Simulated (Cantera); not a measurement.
**Low-pressure radical oxidation in H2/O2**

An isothermal, constant-pressure homogeneous reactor starts with H₂ : O₂ = 0.014 : 1 (molar parts), at 1375 K and 0.0109 atm.

Computed with Cantera and GRI-Mech 3.0 (53 species, 325 reactions). Radical loss at walls, strong at low pressure, is not modelled.

```
t (s)         x H₂   x O₂       x O    x H₂O₂    x H₂O       x H
--------  --------  -----  --------  --------  -------  --------
0.000300    0.0138  0.986   7.83e-8  2.80e-11  3.74e-8   1.45e-8
0.000802    0.0138  0.986   6.45e-7  1.83e-10  5.82e-7   8.54e-8
0.00214     0.0137  0.986   5.62e-5   1.06e-9  6.29e-5   7.02e-6
0.00573   0.000265  0.973    0.0113   1.87e-8   0.0121  0.000681
0.0153     7.30e-5  0.973    0.0116   1.28e-8   0.0126  0.000541
0.0410     6.89e-5  0.974    0.0110   1.26e-8   0.0127  0.000494
0.110      5.94e-5  0.976   0.00936   1.21e-8   0.0128  0.000392
0.293      4.16e-5  0.979   0.00646   1.08e-8   0.0131  0.000226
0.783      1.99e-5  0.983   0.00302   8.16e-9   0.0134   7.30e-5
2.09       5.95e-6  0.985  0.000890   4.55e-9   0.0136   1.17e-5
5.60       1.29e-6  0.986  0.000192   1.79e-9   0.0138   1.18e-6
15.0       2.69e-7  0.986   3.97e-5  5.66e-10   0.0138   1.12e-7
40.0       7.14e-8  0.986   1.05e-5  2.01e-10   0.0139   1.53e-8
```
x: mole fraction; the columns are a selection and need not sum to one.

Equilibrium at this temperature and pressure: H₂ 4.10e-8, O₂ 0.986, O 6.07e-6, H₂O₂ 1.37e-10, H₂O 0.0139, H 6.66e-9 (gas phase only).
